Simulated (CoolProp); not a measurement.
A simple Rankine cycle with neopentane: condensing at 291.15 K, boiler at 2.03 MPa, turbine inlet 445.9 K, turbine efficiency 0.85, pump efficiency 0.6, no recuperator. Each further row changes one setting.

Model: reference Helmholtz-energy equation of state, Lemmon 2006, in CoolProp. It is a short technical equation, of lower accuracy than the large ones.

```json
[
 {"case": "as stated", "thermal efficiency (%)": "16.0", "net work (kJ/kg)": "92.9", "heat in (kJ/kg)": "581", "turbine exit temperature (K)": "385.0", "volume ratio over the turbine": "16.4"},
 {"case": "turbine inlet 465.9 K", "thermal efficiency (%)": "15.7", "net work (kJ/kg)": "99.7", "heat in (kJ/kg)": "634", "turbine exit temperature (K)": "406.6", "volume ratio over the turbine": "15.8"},
 {"case": "condensing temperature 283.15 K", "thermal efficiency (%)": "17.2", "net work (kJ/kg)": "103", "heat in (kJ/kg)": "599", "turbine exit temperature (K)": "379.9", "volume ratio over the turbine": "21.5"},
 {"case": "boiler pressure 1.42 MPa", "thermal efficiency (%)": "14.3", "net work (kJ/kg)": "85.5", "heat in (kJ/kg)": "597", "turbine exit temperature (K)": "396.1", "volume ratio over the turbine": "10.7"},
 {"case": "turbine efficiency 0.75", "thermal efficiency (%)": "14.0", "net work (kJ/kg)": "81.3", "heat in (kJ/kg)": "581", "turbine exit temperature (K)": "390.5", "volume ratio over the turbine": "16.7"}
]
```
